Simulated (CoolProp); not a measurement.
Vapour-liquid equilibrium of n-heptane (1) + ethylbenzene (2) at 354.3 K; x and y are mole fractions of (1).

Computed with CoolProp (multi-fluid Helmholtz-energy mixture model, Span 2003 and Zhou 2012; pair parameters Bell 2016).

```
x      bubble pressure, mixture model (bar)  bubble pressure, Raoult's law (bar)  y, mixture model  y, Raoult's law
-----  ------------------------------------  -----------------------------------  ----------------  ---------------
0.05                                 0.2069                               0.1961             0.193            0.151
0.125                                0.2501                               0.2275             0.380            0.326
0.2                                  0.2889                               0.2588             0.503            0.458
0.275                                0.3242                               0.2901             0.592            0.562
0.35                                 0.3568                               0.3215             0.661            0.646
0.425                                0.3873                               0.3528             0.718            0.714
0.5                                  0.4161                               0.3841               [?]            0.772
0.575                                0.4438                               0.4155               [?]            0.821
0.65                                 0.4706                               0.4468             0.845            0.863
0.725                                0.4970                               0.4781             0.881            0.899
0.8                                     [?]                               0.5094               [?]            0.931
0.875                                0.5491                               0.5408             0.947            0.959
0.95                                 0.5753                               0.5721             0.979            0.985
```

**Question.** Fill in the missing entries.

**Answer.** 
- 0.5, y, mixture model: 0.765
- 0.575, y, mixture model: 0.807
- 0.8, bubble pressure, mixture model (bar): 0.5231
- 0.8, y, mixture model: 0.914

The largest gap from Raoult's law is +11.8 % in bubble pressure, at x = 0.275. No azeotrope shows between x = 0.05 and 0.95.

Pair parameters are fitted to limited data, so mixtures are less certain than the pure fluids.
